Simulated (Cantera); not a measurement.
Input (Python, Cantera):

```python
import numpy as np
import cantera as ct

gas = ct.Solution("gri30.yaml")
gas.TPX = 1675, 500000, {'C3H8': 1, 'O2': 12.5, 'N2': 47, 'CO2': 14}
reactor = ct.IdealGasConstPressureReactor(gas, energy="on", clone=False)
net = ct.ReactorNet([reactor])
net.rtol, net.atol = 1e-08, 1e-16
show = ['C3H8', 'O2', 'CO2', 'HCN', 'CH2', 'CO', 'H2O']
times = np.geomspace(7e-06, 0.3, 16)

steps = ct.SolutionArray(gas, extra=["t"])
rows = []
print(f"{'t/s':>10s}{'T/K':>9s}{'P/Pa':>11s}" + "".join(f"{s:>11s}" for s in show))
for t in times:
    while net.time < t:
        t_next = net.step()
        steps.append(gas.state, t=t_next)
    rows.append([np.interp(t, steps.t, y) for y in (steps.T, steps.P, *steps(*show).X.T)])
    print(f"{t:10.3e}{rows[-1][0]:9.1f}{rows[-1][1]:11.4g}" + "".join(f"{x:11.3e}" for x in rows[-1][2:]))
rate = np.gradient(steps.T, steps.t)
print("integrator steps:", len(steps.t))
if steps.T.max() > steps.T[0] + 200:
    print(f"time of steepest temperature rise: {steps.t[rate.argmax()]:.4e} s")
gas.TPX = 1675, 500000, {'C3H8': 1, 'O2': 12.5, 'N2': 47, 'CO2': 14}
gas.equilibrate("HP")
print(f"equilibrium (HP): T = {gas.T:.1f} K  " + "  ".join(f"{s} {gas[s].X[0]:.3e}" for s in show))
```

Result:

```
       t/s      T/K       P/Pa       C3H8         O2        CO2        HCN        CH2         CO        H2O
 7.000e-06   1786.9      5e+05  3.073e-04  1.425e-01  1.831e-01  2.772e-08  1.546e-05  1.511e-02  1.976e-02
 1.425e-05   2033.6      5e+05  3.059e-28  1.093e-01  1.889e-01  3.165e-09  1.938e-10  3.134e-02  4.699e-02
 2.902e-05   2124.7      5e+05  4.224e-40  1.057e-01  2.007e-01  6.649e-12  4.020e-14  2.114e-02  4.829e-02
 5.909e-05   2200.6      5e+05  1.540e-40  1.028e-01  2.106e-01  2.154e-12  1.329e-15  1.257e-02  4.959e-02
 1.203e-04   2251.8      5e+05  1.062e-36  1.009e-01  2.173e-01  1.128e-12  6.355e-17  6.720e-03  5.062e-02
 2.450e-04   2276.2      5e+05  1.775e-40  9.995e-02  2.206e-01  6.009e-13  6.388e-18  3.904e-03  5.118e-02
 4.988e-04   2281.4      5e+05 -1.921e-44  9.973e-02  2.213e-01  4.981e-13  4.043e-19  3.287e-03  5.130e-02
 1.016e-03   2281.5      5e+05  8.116e-52  9.968e-02  2.213e-01  4.980e-13  6.456e-20  3.260e-03  5.131e-02
 2.068e-03   2281.2      5e+05  2.469e-53  9.960e-02  2.213e-01  5.059e-13  6.141e-20  3.255e-03  5.131e-02
 4.210e-03   2280.7      5e+05  2.318e-54  9.945e-02  2.213e-01  5.211e-13  6.077e-20  3.246e-03  5.132e-02
 8.573e-03   2279.6      5e+05  4.953e-54  9.914e-02  2.213e-01  5.483e-13  5.952e-20  3.229e-03  5.132e-02
 1.745e-02   2277.5      5e+05  2.023e-54  9.857e-02  2.214e-01  5.915e-13  5.720e-20  3.197e-03  5.134e-02
 3.554e-02   2274.1      5e+05  1.795e-54  9.761e-02  2.214e-01  6.446e-13  5.342e-20  3.143e-03  5.136e-02
 7.236e-02   2269.8      5e+05  1.528e-54  9.642e-02  2.215e-01  6.867e-13  4.887e-20  3.078e-03  5.140e-02
 1.473e-01   2266.8      5e+05  1.360e-54  9.558e-02  2.216e-01  7.040e-13  4.580e-20  3.032e-03  5.142e-02
 3.000e-01   2266.1      5e+05  1.321e-54  9.537e-02  2.216e-01  7.071e-13  4.506e-20  3.021e-03  5.142e-02
integrator steps: 1522
time of steepest temperature rise: 8.0377e-06 s
equilibrium (HP): T = 2266.0 K  C3H8 2.565e-54  O2 9.536e-02  CO2 2.216e-01  HCN 7.072e-13  CH2 9.276e-20  CO 3.020e-03  H2O 5.142e-02
```

Cantera simulation using GRI-Mech 3.0 (53 species, 325 reactions); the numbers are that mechanism's predictions, not measurements.
